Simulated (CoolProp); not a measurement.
Model: reference Helmholtz-energy equation of state, Penoncello 2003, in CoolProp.

Give the vapour pressure (bar), liquid density (kg/m³), enthalpy of vaporisation (kJ/kg), vapour Z of saturated CHF3 (R23) at -31.05 °C.


```csv
T (°C),p (bar),liquid density (kg/m³),enthalpy of vaporisation (kJ/kg),vapour Z
-31.05,9.72,1230,188,0.817
```
